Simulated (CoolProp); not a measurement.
A simple Rankine cycle with water: condensing at 310.15 K, boiler at 1.48 MPa, turbine inlet 472.7 K, turbine efficiency 0.7, pump efficiency 0.8, no recuperator. Each further row changes one setting.

Model: reference Helmholtz-energy equation of state, Wagner 2002, in CoolProp.

| case | thermal efficiency (%) | net work (kJ/kg) | heat in (kJ/kg) | turbine exit temperature (K) | volume ratio over the turbine |
|---|---|---|---|---|---|
| as stated | 21.2 | 560 | 2640 | 310.2 | 146 |
| turbine inlet 492.7 K | ? | 574 | 2690 | 310.2 | ? |
| condensing temperature 302.15 K | 22.2 | ? | 2670 | 302.1 | 221 |
| boiler pressure 1.04 MPa | 20.0 | 535 | 2670 | 310.2 | 102 |
| turbine efficiency 0.6 | ? | ? | 2640 | 310.2 | ? |

Task: Complete the blanks.

Result: 
- turbine inlet 492.7 K, thermal efficiency (%): 21.3
- turbine inlet 492.7 K, volume ratio over the turbine: 140
- condensing temperature 302.15 K, net work (kJ/kg): 594
- turbine efficiency 0.6, thermal efficiency (%): 18.2
- turbine efficiency 0.6, net work (kJ/kg): 480
- turbine efficiency 0.6, volume ratio over the turbine: 151

The expansion ends wet for: as stated; turbine inlet 492.7 K; condensing temperature 302.15 K; boiler pressure 1.04 MPa; turbine efficiency 0.6.
